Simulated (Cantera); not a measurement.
A closed system holds: 1 mol TiO₂, 0.16 mol MgCl₂, 4.2 mol O₂, equilibrated at 210000 Pa.

Equilibrium computed with Cantera from the NASA thermochemical tables; the gas is ideal and each condensed phase is pure. Candidate condensed phases: Mg, MgCl₂, MgO, MgTiO₃, MgTi₂O₅, Mg₂TiO₄, Ti, TiCl₂, TiCl₃, TiCl₄, TiO, TiO₂, Ti₂O₃, Ti₃O₅, Ti₄O₇; 20 gas species. Mutual solubility and eutectic melting of coexisting phases are not modelled. Condensed phases not in the tables: TiOCl, alloys, solid solutions and most ternary compounds. Kinetics and transport are ignored.

x: gas mole fraction; n: condensed amount in mol.

| T (K) | x O₂ | x Cl₂ | x Cl | x ClO | x MgCl₂ | n MgTiO₃(s) | n TiO₂(rutile) | n MgTi₂O₅(s) |
|---|---|---|---|---|---|---|---|---|
| 800 | 0.963 | 0.0374 | 1.25e-6 | 2.16e-7 | 7.67e-11 | 0.160 | 0.840 | 0 |
| 850 | 0.963 | 0.0374 | 3.73e-6 | 5.29e-7 | 5.64e-10 | 0 | 0.680 | 0.160 |
| 900 | 0.963 | 0.0374 | 9.86e-6 | 1.18e-6 | 3.30e-9 | 0 | 0.680 | 0.160 |
| 950 | 0.963 | 0.0374 | 2.36e-5 | 2.41e-6 | 1.60e-8 | 0 | 0.680 | 0.160 |
| 1000 | 0.963 | 0.0374 | 5.18e-5 | 4.58e-6 | 6.58e-8 | 0 | 0.680 | 0.160 |
| 1050 | 0.963 | 0.0373 | [?] | [?] | [?] | 0 | 0.680 | 0.160 |
| 1100 | 0.963 | 0.0373 | 0.000202 | 1.39e-5 | 7.47e-7 | 0 | 0.680 | 0.160 |
| 1150 | 0.962 | 0.0372 | 0.000365 | 2.26e-5 | 2.13e-6 | 0 | 0.680 | 0.160 |
| 1200 | 0.962 | 0.0370 | 0.000628 | 3.51e-5 | 5.55e-6 | 0 | 0.680 | 0.160 |
| 1250 | 0.962 | 0.0368 | [?] | [?] | [?] | 0 | 0.680 | 0.160 |
| 1300 | 0.962 | 0.0365 | 0.00163 | 7.64e-5 | 2.95e-5 | 0 | 0.680 | 0.160 |
| 1350 | 0.961 | 0.0360 | 0.00250 | 0.000108 | 6.12e-5 | 0 | 0.681 | 0.160 |
| 1400 | 0.961 | 0.0353 | 0.00368 | 0.000147 | 0.000119 | 0 | 0.681 | 0.159 |

Task: What belongs in the gaps?

Result: 
- 1250, x Cl: 0.00103
- 1250, x ClO: 5.27e-5
- 1250, x MgCl₂: 1.33e-5
- 1050, x Cl: 0.000106
- 1050, x ClO: 8.20e-6
- 1050, x MgCl₂: 2.35e-7
